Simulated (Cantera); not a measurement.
A closed system holds: 1 mol HMDSO, 1.9 mol O₃, 48 mol H₂, held at 69.0 Torr.

Equilibrium computed with Cantera from the NASA thermochemical tables; the gas is ideal and each condensed phase is pure. Candidate condensed phases: C, C₆H₆, C₇H₈, C₈H₁₈, H₂O, Si, SiC, SiO₂; 123 gas species. The feed counts by its element totals alone. The tables hold silica as quartz up to 1696 K and as liquid above; real silica turns to tridymite and cristobalite and melts near 1996 K. Rates play no part.

Over these rows the condensed part is C(graphite) + SiO₂(β-quartz). Partial pressures as log10 of bar:

```
T (K)  1000/T (1/K)  log p CH₄  log p H₂  log p CO
-----  ------------  ---------  --------  --------
873          1.1455      -2.49     -1.07     -2.52
973          1.0277      -3.01     -1.06     -2.40
1073         0.9320          ?     -1.06     -2.38
1173         0.8525      -3.83     -1.06     -2.38
1273         0.7855      -4.14     -1.06     -2.38
1373         0.7283      -4.41     -1.06     -2.38
```

Question: Fit log p(CH₄) = a + b·(1000/T) to the five rows, give the apparent enthalpy, and predict the row at 1073 K.

Answer: Means: 1000/T = 0.9079, log p = -3.576. Sxy = 0.558732, Sxx = 0.1211129, so b = 4.61 and a = -3.576 − (4.61)×0.9079 = -7.76.
Apparent enthalpy: −19.145 × (4.61) = -88 kJ/mol. With the condensed phases at unit activity, C(graphite) + 2 H₂(g) = CH₄(g) links this pressure to the main gases: over the six rows their terms move log p by +0.02 in all, so the slope is close to that reaction's ΔH°. The five rows lie within 0.01 of the line.
Prediction at 1073 K: -7.76 + (4.61)×0.9320 = -3.46. The computed value is -3.45, 0.01 from the line.
